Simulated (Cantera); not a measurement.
Feed: 1 mol HBr, 3 mol H2, held at 2625 K and 750 Torr.

Equilibrium computed with Cantera from the NASA thermochemical tables; the gas is ideal and each condensed phase is pure. Candidate condensed phases: Br2; 5 gas species. The numbers say what is thermodynamically allowed, not how fast it happens.

Base state: H2 0.727, HBr 0.164, Br 0.0719, H 0.0362, Br2 5.62e-5 (mole fractions); condensed: gas only.

### Question
What changes in the equilibrium state with this change: HBr replaced by HI?

### Answer
| species | before | after |
|---|---|---|
| H2 | 0.727 | 0.742 |
| I | 0 | 0.192 |
| H | 0.0362 | 0.0366 |
| HBr | 0.164 | 0 |
| Br | 0.0719 | 0 |
| HI | 0 | 0.0290 |
| I2 | 0 | 0.000113 |
| Br2 | 5.62e-5 | 0 |
Further candidate phases: I2.
